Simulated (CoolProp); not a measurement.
Vapour-liquid equilibrium of fluoroethane (R161) (1) + R1234yf (2) at -82.45 °C; x and y are mole fractions of (1).

Model: multi-fluid Helmholtz-energy mixture model, Wu 2012 and Lemmon 2022; pair parameters Bell 2016, in CoolProp.

```
x      bubble pressure (MPa)  y at the bubble point  dew pressure at overall composition x (MPa)  liquid density (mol/L)
-----  ---------------------  ---------------------  -------------------------------------------  ----------------------
0.05                0.004714                  0.093                                     0.004611                   12.51
0.125               0.005024                  0.215                                     0.004792                   12.84
0.2                 0.005314                  0.318                                     0.004985                   13.19
0.275               0.005584                  0.408                                     0.005190                   13.55
0.35                0.005833                  0.487                                     0.005407                   13.94
0.425               0.006063                  0.558                                     0.005636                   14.34
0.5                 0.006273                  0.622                                     0.005875                   14.76
0.575               0.006466                  0.681                                     0.006120                   15.21
0.65                0.006641                  0.738                                     0.006365                   15.68
0.725               0.006801                  0.793                                     0.006602                   16.18
0.8                 0.006946                  0.847                                     0.006822                   16.71
0.875               0.007076                  0.902                                     0.007015                   17.27
0.95                0.007189                  0.960                                     0.007172                   17.86
```

No azeotrope shows between x = 0.05 and 0.95.

Pair parameters are fitted to limited data, so mixtures are less certain than the pure fluids.
